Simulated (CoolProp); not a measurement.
A Linde-Hampson liquefier for normal hydrogen: isothermal reversible compression at 250 K from 1 atm to 20 MPa, throttling to 1 atm, return gas leaving the recuperator 5 K below the feed. Each further row changes one setting.

The numbers come from the reference Helmholtz-energy equation of state, Leachman 2009 in CoolProp.

```json
[
 {"case": "as stated", "compression work (kJ/kg of gas)": "5590"},
 {"case": "high pressure 40 MPa", "compression work (kJ/kg of gas)": "6450"},
 {"case": "warm-end temperature 280 K", "compression work (kJ/kg of gas)": "6250"},
 {"case": "warm-end gap 10 K", "compression work (kJ/kg of gas)": "5590"}
]
```
